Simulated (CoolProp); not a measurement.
Saturation properties of ethane (Tc = 32.2 °C, pc = 4872 kPa, ω = 0.099).

Computed with CoolProp (reference Helmholtz-energy equation of state, Bücker 2006).

| T (°C) | p (kPa) | liquid density (kg/m³) | enthalpy of vaporisation (kJ/kg) | surface tension (mN/m) | liquid conductivity (mW/(m K)) |
|---|---|---|---|---|---|
| -52.15 | 510.5 | 494.8 | 433.7 | 10.5 | 134 |
| -44.25 | 674.6 | 483.0 | 418.9 | 9.36 | 127 |
| -36.35 | 874.6 | 470.5 | 402.8 | 8.20 | 120 |
| -28.45 | 1115 | 457.4 | 385.2 | 7.06 | 114 |
| -20.55 | 1400 | 443.3 | 365.7 | 5.95 | 107 |
| -12.65 | 1735 | 428.1 | 343.9 | 4.87 | 101 |
| -4.75 | 2124 | 411.3 | 319.2 | 3.83 | 94.6 |
| 3.15 | 2574 | 392.5 | 290.6 | 2.84 | 88.3 |
| 11.05 | 3090 | 370.6 | 256.5 | 1.91 | 82.1 |
| 18.95 | 3681 | 343.3 | 213.2 | 1.05 | 76.0 |
| 26.85 | 4357 | 303.5 | 149.7 | 0.330 | 71.6 |

It boils at -88.6 °C under 1 atm.

Thermal conductivity comes from a separate model (Friend 1991). Surface tension comes from a separate correlation (Mulero 2012).
